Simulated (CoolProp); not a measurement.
Toluene along the isobar 0.101 MPa: fugacity coefficient from the reference equation and from simpler models built on Tc = 318.6 °C, pc = 4.126 MPa, ω = 0.266; each cubic takes its own stable root.

Model: reference Helmholtz-energy equation of state, Lemmon 2006, in CoolProp. It is a short technical equation, of lower accuracy than the large ones.

| T (°C) | phase | reference |
|---|---|---|
| 8.35 | liquid | 0.01501 |
| 18.65 | liquid | 0.02690 |
| 28.95 | liquid | 0.04598 |
| 39.25 | liquid | 0.07531 |
| 49.65 | liquid | 0.1192 |
| 59.95 | liquid | 0.1816 |
| 70.25 | liquid | 0.2682 |
| 80.65 | liquid | 0.3864 |
| 90.95 | liquid | 0.5408 |

Q: How far does each simpler model (van der Waals, Redlich-Kwong, Soave-Redlich-Kwong, Peng-Robinson) lie from the reference over these 9 states: mean and median of the absolute difference, and the worst?

A: 
- van der Waals: mean 1490.3 %, median 714.5 %, worst +5095.2 % at 8.35 °C and 0.101 MPa
- Redlich-Kwong: mean 139.8 %, median 137.4 %, worst +200.4 % at 8.35 °C and 0.101 MPa
- Soave-Redlich-Kwong: mean 2.4 %, median 2.5 %, worst -3.3 % at 8.35 °C and 0.101 MPa
- Peng-Robinson: mean 2.7 %, median 2.2 %, worst +6.6 % at 8.35 °C and 0.101 MPa

At some of these states van der Waals, Redlich-Kwong gives the other phase, because its saturation line lies elsewhere.
